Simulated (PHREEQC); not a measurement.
Dissolve 0.0037 mol/kgw KH2PO4, 0.0065 mol/kgw Na2HPO4 and 0.0021 mol/kgw HCl at 25 °C. Closed to the air; pH follows from the charge balance.

The numbers come from PHREEQC with the ion-association model, phreeqc.dat.

Question: The ionic strength comes out as 0.0209 mol/kgw. What activity coefficients do KHPO4-, NaHPO4-, Cl-, HPO4-2, K+ get?

Answer: KHPO4- 0.87, NaHPO4- 0.87, Cl- 0.86, HPO4-2 0.58, K+ 0.86.

This is a speciation only: nothing precipitates in the calculation.
